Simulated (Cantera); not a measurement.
Feed: 1 mol CH₃SiH₃, 0.042 mol HCl, 1000 mol H₂, held at 0.420 bar.

These are equilibrium values from Cantera (NASA tables, ideal gas, pure condensed phases), not measurements of a reactor. Candidate condensed phases: C, C₆H₆, C₇H₈, C₈H₁₈, Si, SiC; 109 gas species. The feed counts by its element totals alone. Gases not in the tables: Si₂H₆ and higher silanes. The numbers say what is thermodynamically allowed, not how fast it happens.

x: gas mole fraction; n: condensed amount in mol.

| T (K) | x H₂ | x H | x Si | x C₂H₂ (acetylene) | x SiH | x SiH₂ | x HCl | n SiC(s) |
|---|---|---|---|---|---|---|---|---|
| 2025 | 0.997 | 0.00297 | 4.32e-5 | 3.35e-5 | 1.79e-5 | 3.80e-5 | 4.17e-5 | 0.897 |
| 2075 | 0.996 | 0.00410 | 7.73e-5 | 6.23e-5 | 2.86e-5 | 5.08e-5 | 4.16e-5 | 0.835 |
| 2125 | 0.994 | 0.00559 | 0.000136 | 0.000110 | 4.53e-5 | 6.79e-5 | 4.15e-5 | 0.734 |
| 2175 | 0.992 | 0.00750 | 0.000236 | 0.000186 | 7.07e-5 | 9.01e-5 | 4.14e-5 | 0.570 |
| 2225 | 0.989 | ___ | ___ | ___ | ___ | ___ | 4.12e-5 | ___ |
| 2275 | 0.986 | 0.0130 | 0.000603 | 0.000445 | 0.000149 | 0.000140 | 4.10e-5 | 0 |
| 2325 | 0.982 | ___ | 0.000651 | 0.000453 | 0.000147 | ___ | 4.09e-5 | 0 |
| 2375 | 0.977 | 0.0215 | 0.000690 | 0.000459 | 0.000143 | 0.000102 | 4.06e-5 | 0 |

### Question
What belongs in the gaps?

### Answer

- 2225, x H: 0.00994
- 2225, x Si: 0.000398
- 2225, x C₂H₂ (acetylene): 0.000305
- 2225, x SiH: 0.000108
- 2225, x SiH₂: 0.000118
- 2225, n SiC(s): 0.309
- 2325, x H: 0.0168
- 2325, x SiH₂: 0.000120
